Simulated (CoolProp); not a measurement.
Vapour-liquid equilibrium of C3F8 (R218) (1) + R134a (2) at 35.75 °C; x and y are mole fractions of (1).

Computed with CoolProp (multi-fluid Helmholtz-energy mixture model, Lemmon 2006 and Tillner-Roth 1994; pair parameters Bell 2016).

Question: Give the bubble pressure and the first vapour's composition at x = 0.65, 0.85, 0.95. Is there an azeotrope?

Answer: x = 0.65: 1348 kPa, y = 0.638; x = 0.85: 1285 kPa, y = 0.802; x = 0.95: 1205 kPa, y = 0.922. y crosses x between x = 0.55 and 0.65: the model has an azeotrope there.

The pair parameters rest on a limited set of measurements; away from them the model extrapolates.
